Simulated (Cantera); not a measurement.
Input: 1 mol Si, 0.0023 mol H2O, 1 mol H2, at 3.10 mbar.

These are equilibrium values from Cantera (NASA tables, ideal gas, pure condensed phases), not measurements of a reactor. Candidate condensed phases: H2O, Si, SiO2; 18 gas species. Mutual solubility and eutectic melting of coexisting phases are not modelled. The tables hold silica as quartz up to 1696 K and as liquid above; real silica turns to tridymite and cristobalite and melts near 1996 K. Gases not in the tables: Si2H6 and higher silanes. Kinetics and transport are ignored.

Q: Which condensed phases are stable at each of these points (T (K)): 925, 1075, 1225, 1375, 1525, 1675, 1825, 1975, 2125?

A: 
```csv
T (K),condensed phases,Si condensed (%)
925,Si(s) + SiO2(β-quartz),100.0
1075,Si(s) + SiO2(β-quartz),100.0
1225,Si(s) + SiO2(β-quartz),100.0
1375,Si(s),99.8
1525,Si(s),99.8
1675,Si(s),99.8
1825,Si(l),99.6
1975,Si(l),98.6
2125,Si(l),93.2
```

From 925 K to 1225 K the condensed part is Si(s) + SiO2(β-quartz). From 1375 K to 1675 K the condensed part is Si(s). From 1825 K to 2125 K the condensed part is Si(l).
